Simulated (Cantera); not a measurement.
Input (Python, Cantera) and output of one run.

```python
import numpy as np
import cantera as ct

gas_names = """
    H H2 N NH NH2 NH3 N2 N2H2 N2H4 Si SiH SiH2 SiH3 SiH4 SiN Si2 Si2N Si3
""".split()
cond_names = """
    Si(cr) Si(L) Si3N4(a)
""".split()


def load(file, names, dense=False):
    # The tables refer to 1 bar. Condensed volumes are neglected.
    table = {s.name: s for s in ct.Species.list_from_file(file)}
    out = []
    for n in names:
        d = dict(table[n].input_data)
        d["thermo"] = dict(d["thermo"], **{"reference-pressure": 1e5})
        if dense:
            d["equation-of-state"] = {"model": "constant-volume", "density": "1e6 g/cm^3"}
        out.append(ct.Species.from_dict(d))
    return out


gas = ct.Solution(thermo="ideal-gas", species=load("nasa_gas.yaml", gas_names))
cond = {s.name: ct.Solution(thermo="fixed-stoichiometry", species=[s], name=s.name)
        for s in load("nasa_condensed.yaml", cond_names, dense=True)}
atoms = {
    'Si3N4': {'Si': 3, 'N': 4},
    'H2': {'H': 2},
}
top_T = {'Si3N4(a)': 2400}  # K; cautious upper limits of use, not melting points


def equilibrate(T, P, feed):
    n = {}
    for name, mol in feed.items():
        for a, k in atoms[name].items():
            n[a] = n.get(a, 0.0) + k * mol
    gas.TPX = T, P, n
    mass = sum(n.values()) * gas.mean_molecular_weight
    gas.equilibrate("TP")
    valid = [c for c in cond.values() if c.min_temp <= T <= top_T.get(c.name, c.max_temp)]
    mix = ct.Mixture([(gas, mass / gas.mean_molecular_weight)] + [(c, 0.0) for c in valid])
    mix.T, mix.P = T, P
    mix.equilibrate("TP", solver="vcs", rtol=1e-11, max_steps=5000)
    return mix


results = []
feed = {'Si3N4': 1, 'H2': 890}  # mol
P = 18  # Pa
for T in [1325, 1375, 1425, 1475, 1525, 1575, 1625, 1675, 1725, 1775, 1825, 1875, 1925, 1975]:
    mix = equilibrate(T, P, feed)
    results.append((T, P, feed, dict(zip(mix.species_names, mix.species_moles))))
    x = sorted(zip(gas.X, gas.species_names), reverse=True)
    print(f"T = {T:g} K  P = {P:g} Pa  gas = {mix.phase_moles(0):.4g} mol")
    print("   x: " + "  ".join(f"{s} {v:.3e}" for v, s in x if v > 0.0001))
    print("   condensed (mol): " + ("  ".join(f"{mix.phase(i).name} {mix.phase_moles(i):.4g}"
          for i in range(1, mix.n_phases) if mix.phase_moles(i) > 1e-12) or "none"))
```

Output:

```
T = 1325 K  P = 18 Pa  gas = 892.1 mol
   x: H2 9.976e-01  N2 2.242e-03  H 1.217e-04
   condensed (mol): Si(cr) 2.999
T = 1375 K  P = 18 Pa  gas = 892.1 mol
   x: H2 9.975e-01  N2 2.242e-03  H 2.551e-04
   condensed (mol): Si(cr) 2.998
T = 1425 K  P = 18 Pa  gas = 892.2 mol
   x: H2 9.972e-01  N2 2.242e-03  H 5.077e-04
   condensed (mol): Si(cr) 2.991
T = 1475 K  P = 18 Pa  gas = 892.5 mol
   x: H2 9.968e-01  N2 2.241e-03  H 9.651e-04
   condensed (mol): Si(cr) 2.969
T = 1525 K  P = 18 Pa  gas = 892.9 mol
   x: H2 9.959e-01  N2 2.240e-03  H 1.760e-03  Si 1.049e-04
   condensed (mol): Si(cr) 2.9
T = 1575 K  P = 18 Pa  gas = 893.7 mol
   x: H2 9.943e-01  H 3.089e-03  N2 2.238e-03  Si 3.189e-04
   condensed (mol): Si(cr) 2.7
T = 1625 K  P = 18 Pa  gas = 895.2 mol
   x: H2 9.916e-01  H 5.237e-03  N2 2.234e-03  Si 9.050e-04
   condensed (mol): Si(cr) 2.154
T = 1675 K  P = 18 Pa  gas = 898.1 mol
   x: H2 9.867e-01  H 8.596e-03  Si 2.411e-03  N2 2.226e-03
   condensed (mol): Si(cr) 0.7491
T = 1725 K  P = 18 Pa  gas = 901.1 mol
   x: H2 9.808e-01  H 1.371e-02  Si 3.233e-03  N2 2.218e-03
   condensed (mol): none
T = 1775 K  P = 18 Pa  gas = 904.6 mol
   x: H2 9.732e-01  H 2.128e-02  Si 3.245e-03  N2 2.210e-03
   condensed (mol): none
T = 1825 K  P = 18 Pa  gas = 909.6 mol
   x: H2 9.623e-01  H 3.220e-02  Si 3.242e-03  N2 2.198e-03
   condensed (mol): none
T = 1875 K  P = 18 Pa  gas = 916.8 mol
   x: H2 9.470e-01  H 4.755e-02  Si 3.226e-03  N2 2.181e-03
   condensed (mol): none
T = 1925 K  P = 18 Pa  gas = 926.8 mol
   x: H2 9.260e-01  H 6.857e-02  Si 3.199e-03  N2 2.158e-03
   condensed (mol): none
T = 1975 K  P = 18 Pa  gas = 940.4 mol
   x: H2 8.980e-01  H 9.665e-02  Si 3.158e-03  N2 2.126e-03
   condensed (mol): none
```

These are equilibrium values from Cantera (NASA tables, ideal gas, pure condensed phases), not measurements of a reactor. Gases not in the tables: Si2H6 and higher silanes.
